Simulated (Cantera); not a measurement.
Thermodynamics of boron, boron nitride and boron oxide, feed BCl3 + H2

Charge: 1 mol BCl3, 2.4 mol H2, equilibrated at 1100 °C and 1.33 mbar.

Method: chemical equilibrium by Gibbs-energy minimisation in Cantera with the NASA 1993 tables (ideal gas, pure condensed phases). Candidate condensed phases: B; 13 gas species. The tables' values for BCl2, BCl are old estimates; treat these amounts as uncertain. Gases not in the tables: BHCl2. Equilibrium is a limit: real reactors are often held back by kinetics, nucleation or transport.

The x(HCl) comes out as 0.466, the x(H2) is 0.417 and the x(BCl3) comes out as 0.115. The x(BCl2) is 0.00130, the x(BCl) is 0.000831 and the x(H) is 5.89e-5. The x(Cl) is 5.45e-5, the n(B(s)) comes out as 0.569 mol and the gas amount is 3.690 mol.
